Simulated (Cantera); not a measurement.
Feed: 1 mol HBr, 0.085 mol O₂, 33 mol N₂, held at 2875 K and 100000 Pa.

Method: chemical equilibrium by Gibbs-energy minimisation in Cantera with the NASA 1993 tables (ideal gas, pure condensed phases). Rates play no part.

```tsv
species	before	after
N₂	0.952	0.959
Br	0.0259	0.0201
HBr	0.00292	0.00892
H	0.00834	0.00173
Br₂	3.22e-6	3.67e-5
O	0.000722	8.43e-5
O₂	9.94e-5	2.58e-5
OH	0.000864	0.000399
NO	0.000974	0.000498
H₂O	0.00215	0.00391
```
Gas species are given as mole fractions.

Question: What was changed between the two runs?
A. O₂ from 0.085 to 0.017 mol
B. O₂ from 0.085 to 1.9 mol
C. pressure from 100000 Pa to 1.30e7 Pa
D. pressure from 100000 Pa to 1900000 Pa

Answer: D, pressure from 100000 Pa to 1900000 Pa
